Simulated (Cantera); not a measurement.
Input: 1 mol Cu, 0.0034 mol O₂, 8.1 mol N₂, 0.00011 mol CH₄, held at 100000 Pa.

Equilibrium computed with Cantera from the NASA thermochemical tables; the gas is ideal and each condensed phase is pure. Candidate condensed phases: C, C₆H₆, C₇H₈, C₈H₁₈, Cu, CuO, Cu(OH)₂, Cu₂O, H₂O; 139 gas species. Each liquid is taken as pure. Mutual solubility and eutectic melting of coexisting phases are not modelled. Kinetics and transport are ignored.

x: gas mole fraction; n: condensed amount in mol.

```csv
T (°C),x N₂,x O₂,x NO,x Cu,x H₂O,x CO₂,x OH,n Cu(l),n Cu₂O(s),n Cu₂O(l)
1150,1.000,1.91e-5,8.84e-6,2.09e-6,2.71e-5,1.36e-5,6.21e-8,0.988,0.00598,0
1175,1.000,3.33e-5,1.33e-5,3.32e-6,2.71e-5,1.36e-5,9.04e-8,0.989,0.00571,0
1200,1.000,[?],[?],[?],2.71e-5,1.36e-5,[?],0.989,[?],0
1225,1.000,[?],[?],[?],2.71e-5,1.36e-5,[?],0.991,[?],0
1250,1.000,0.000151,4.13e-5,1.20e-5,2.70e-5,1.36e-5,2.57e-7,0.993,0,0.00357
1275,1.000,0.000208,5.45e-5,1.80e-5,2.70e-5,1.36e-5,3.42e-7,0.995,0,0.00254
1300,1.000,0.000283,7.11e-5,2.65e-5,2.69e-5,1.36e-5,4.51e-7,0.997,0,0.00119
1325,0.999,0.000348,8.80e-5,3.86e-5,2.68e-5,1.36e-5,5.76e-7,1.000,0,0
```

Problem. Fill in the missing entries.

Solution. 
- 1200, x O₂: 5.70e-5
- 1200, x NO: 1.99e-5
- 1200, x Cu: 5.17e-6
- 1200, x OH: 1.30e-7
- 1200, n Cu₂O(s): 0.00527
- 1225, x O₂: 9.58e-5
- 1225, x NO: 2.91e-5
- 1225, x Cu: 7.95e-6
- 1225, x OH: 1.85e-7
- 1225, n Cu₂O(s): 0.00457
